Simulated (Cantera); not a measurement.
Mixture: 14.1 % CH₄, 0.521 % C₂H₆, 16.6 % O₂, 62.7 % N₂, 6.06 % H₂O, at 5.00 bar, adiabatic and at constant volume. Ignition delay is the time to a rise of 400 K.

Computed with Cantera and GRI-Mech 3.0 (53 species, 325 reactions).

Problem. Predict: delay at 1148 K; delay at 1348 K; delay at 1548 K; delay at 1748 K; delay at 1948 K; apparent activation energy between 1748 and 1948 K.

Solution. 
| Quantity | Result |
|---|---|
| delay at 1148 K | 8.94 ms |
| delay at 1348 K | 1.11 ms |
| delay at 1548 K | 0.146 ms |
| delay at 1748 K | 25.8 µs |
| delay at 1948 K | 7.33 µs |
| apparent activation energy between 1748 and 1948 K | 180 kJ/mol |
